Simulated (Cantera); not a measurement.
A closed system holds: 1 mol SiCl4, 0.042 mol HCl, 1000 mol H2, 1.2 mol C2H4, equilibrated at 10.0 mbar.

Equilibrium computed with Cantera from the NASA thermochemical tables; the gas is ideal and each condensed phase is pure. Candidate condensed phases: C, C6H6, C7H8, C8H18, Si, SiC; 109 gas species. Equilibrium is a limit: real reactors are often held back by kinetics, nucleation or transport.

Problem. Which condensed phases are stable at each of these points (T (°C)): 675, 750, 825, 900, 975, 1050, 1125, 1200, 1275, 1350, 1425, 1500?

Solution. 
| T (°C) | condensed phases | Si condensed (%) |
|---|---|---|
| 675 | SiC(s) | 100.0 |
| 750 | C(graphite) + SiC(s) | 100.0 |
| 825 | C(graphite) + SiC(s) | 100.0 |
| 900 | C(graphite) + SiC(s) | 100.0 |
| 975 | C(graphite) + SiC(s) | 100.0 |
| 1050 | C(graphite) + SiC(s) | 100.0 |
| 1125 | C(graphite) + SiC(s) | 100.0 |
| 1200 | C(graphite) + SiC(s) | 100.0 |
| 1275 | C(graphite) + SiC(s) | 99.9 |
| 1350 | C(graphite) + SiC(s) | 99.9 |
| 1425 | C(graphite) + SiC(s) | 99.8 |
| 1500 | C(graphite) + SiC(s) | 99.3 |

At 675 °C the condensed part is SiC(s). From 750 °C to 1500 °C the condensed part is C(graphite) + SiC(s).
